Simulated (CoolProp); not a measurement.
R507A at 293.15 K and 1.79 MPa flows at 11 m/s in a round tube of 12.7 mm bore and 0.25 µm roughness, fully developed (64/Re and Nu = 3.66 if laminar; Colebrook and Gnielinski if turbulent). Each further row changes one setting.

Values from CoolProp's reference Helmholtz-energy equation of state, Lemmon 2003. It is a pseudo-pure fit of the blend.

```csv
case,Reynolds number,Darcy friction factor,pressure drop (Pa/m),heat-transfer coefficient (W/(m² K)),mass flow (kg/h)
as stated,1070000,0.0120,61400,17000,5410
velocity 22 m/s,2150000,0.0109,225000,31600,10800
diameter 25.4 mm,2150000,0.0106,27300,15400,21600
```

Viscosity comes from a separate model (Geller 2000). Thermal conductivity comes from a separate model (Geller 2001).
